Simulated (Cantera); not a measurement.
Charge: 1 mol CS₂, 0.17 mol H₂, 7.1 mol N₂, held at 2625 °C and 10000 Pa.

Cantera equilibrium calculation (NASA polynomials, part measured and part estimated; ideal gas, pure solids and liquids). Candidate condensed phases: C, C₆H₆, C₇H₈, C₈H₁₈, S; 100 gas species. Equilibrium is a limit: real reactors are often held back by kinetics, nucleation or transport.

Base state: N₂ 0.771, CS 0.105, S 0.0732, H 0.0246, S₂ 0.0155, H₂ 0.00464, CS₂ 0.00279, SH 0.00238 (mole fractions); condensed: gas only.

### Question
What changes in the equilibrium state with this change: pressure from 10000 Pa to 2.30e7 Pa?

### Answer
```json
[
 {"species": "N₂", "before": "0.771", "after": "0.835"},
 {"species": "CS₂", "before": "0.00279", "after": "0.0666"},
 {"species": "CS", "before": "0.105", "after": "0.0390"},
 {"species": "S", "before": "0.0732", "after": "0.00205"},
 {"species": "H", "before": "0.0246", "after": "0.000710"},
 {"species": "HCN", "before": "0.000534", "after": "0.0102"},
 {"species": "S₂", "before": "0.0155", "after": "0.0279"},
 {"species": "C₂H₂ (acetylene)", "before": "6.10e-7", "after": "0.000206"},
 {"species": "C₂N₂", "before": "1.35e-6", "after": "0.000257"}
]
```
The ideal-gas law is rough above about 30 bar.
